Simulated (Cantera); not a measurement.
Diamond growth

A diamond (100) surface in a fixed gas of H2 with x(CH4) = 0.0034, x(H) = 0.0016, at 1175 K, 173 Torr; coverages are run to steady state.

Detailed kinetics in Cantera: the Harris–Goodwin 1993 mechanism for the reconstructed diamond (100) surface.

| x(CH3) | growth (µm/h) | θ c6HH | θ c6H* | θ c6*H | θ c6** | θ c6HM |
|---|---|---|---|---|---|---|
| 1e-06 | 0.108 | 0.468 | 0.0352 | 0.473 | 0.0232 | 7.73e-5 |
| 2.4e-06 | 0.259 | 0.468 | 0.0352 | 0.473 | 0.0232 | 0.000185 |
| 5.9e-06 | 0.637 | 0.468 | 0.0352 | 0.473 | 0.0232 | 0.000455 |
| 1.4e-05 | 1.51 | 0.468 | 0.0352 | 0.472 | 0.0231 | 0.00108 |
| 3.5e-05 | 3.76 | 0.467 | 0.0351 | 0.471 | 0.0230 | 0.00269 |
| 8.4e-05 | 8.94 | 0.464 | 0.0348 | 0.468 | 0.0227 | 0.00639 |
| 0.0002 | 20.8 | 0.458 | 0.0343 | 0.461 | 0.0220 | 0.0149 |
| 0.00049 | 48.5 | 0.443 | 0.0331 | 0.445 | 0.0205 | 0.0348 |
| 0.0012 | 106 | 0.413 | 0.0306 | 0.410 | 0.0174 | 0.0765 |
θ: site fractions in the mechanism's names (c6HH fully hydrogenated, c6H* and c6*H radical sites, c6** diradical, c6HM methylated).
